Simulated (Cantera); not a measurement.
An adiabatic, constant-volume homogeneous reactor starts with 4.01 % CH4, 17.4 % O2, 78.6 % N2, at 1275 K and 900 Torr.

Cantera simulation using GRI-Mech 3.0 (53 species, 325 reactions); the numbers are that mechanism's predictions, not measurements.

**Question.** Predict: time of steepest temperature rise; temperature at 1.00 s; equilibrium temperature; x(O2) at 1.00 s; x(H) at 1.00 s.

**Answer.** 
```
Quantity                                                               Value
---------------------------------  -----------------------------------------
time of steepest temperature rise                                    10.8 ms
temperature at 1.00 s                                                 2294 K
equilibrium temperature                                               2294 K
x(O2) at 1.00 s                        0.0881 (gas-phase equilibrium 0.0881)
x(H) at 1.00 s                     0.000122 (gas-phase equilibrium 0.000122)
```
